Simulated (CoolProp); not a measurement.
Vapour-liquid equilibrium of toluene (1) + p-xylene (2) at 405.7 K; x and y are mole fractions of (1).

The numbers come from the multi-fluid Helmholtz-energy mixture model, Lemmon 2006 and Zhou 2012; pair parameters Bell 2016 in CoolProp.

```csv
x,"bubble pressure, mixture model (bar)","bubble pressure, Raoult's law (bar)","y, mixture model","y, Raoult's law"
0.05,0.9134,0.9137,0.097,0.099
0.2,1.057,1.057,0.338,0.344
0.35,1.202,1.199,0.524,0.531
0.5,1.346,1.342,0.670,0.677
0.65,1.489,1.485,0.789,0.796
0.8,1.630,1.628,0.888,0.894
0.95,1.771,1.770,0.974,0.976
```

The largest gap from Raoult's law is +0.3 % in bubble pressure, at x = 0.5. No azeotrope shows between x = 0.05 and 0.95.

The pair parameters rest on a limited set of measurements; away from them the model extrapolates.
